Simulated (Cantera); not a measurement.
# Transport properties of process gases

Gas mixture: 100 % C₂H₆, at 5.00 bar, frozen composition.

Cantera's kinetic-theory transport with the Lennard-Jones parameters of GRI-Mech 3.0, ideal gas; thermal conductivity in the multicomponent form. The composition is frozen, though it would react at the higher temperatures.

| T (K) | ρ (kg/m³) | cp (J/kg/K) | μ (µPa s) | λ (mW/m/K) | Pr | D (cm²/s) CH₄ | D (cm²/s) CH₃ | D (cm²/s) H₂ |
|---|---|---|---|---|---|---|---|---|
| 400 | 4.52 | 2167 | 12.3 | 35.5 | 0.752 | 0.0546 | 0.0548 | 0.191 |
| 500 | 3.62 | 2585 | 15.0 | 51.5 | 0.753 | 0.0817 | 0.0822 | 0.280 |
| 600 | 3.01 | 2972 | 17.4 | 68.8 | 0.753 | 0.113 | 0.114 | 0.382 |
| 700 | 2.58 | 3308 | 19.7 | 86.6 | 0.753 | 0.148 | 0.149 | 0.495 |
| 800 | 2.26 | 3591 | 21.8 | 104 | 0.753 | 0.186 | 0.187 | 0.619 |
| 900 | 2.01 | 3837 | 23.8 | 122 | 0.752 | 0.228 | 0.229 | 0.754 |
| 1000 | 1.81 | 4080 | 25.7 | 140 | 0.751 | 0.273 | 0.275 | 0.899 |
| 1100 | 1.64 | 4276 | 27.6 | 157 | 0.751 | 0.321 | 0.323 | 1.05 |
D: mixture-averaged diffusion coefficient of that species in the mixture.
